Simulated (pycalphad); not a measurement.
Computed with pycalphad from the COST 507 light-alloy database (1999), at 1 atm. These are 1990s assessments: newer ones move some temperatures and phases. Phase fractions are per mole of atoms.

Task: Give the equilibrium state of Al-0.2C (at.%) at 1500 K.

Result: liquid, fraction 0.996, with 0.01 C at.%; AL4C3, fraction 0.004, with 42.9 C at.%.

Task: Give the equilibrium state of Al-0.2C (at.%) at 600 K.

Result: fcc, fraction 0.995, with <0.01 C at.%; AL4C3, fraction 0.005, with 42.9 C at.%.

Database names, with the compositions (at.%) that they take in these runs: AL4C3: Al 57 C 43.
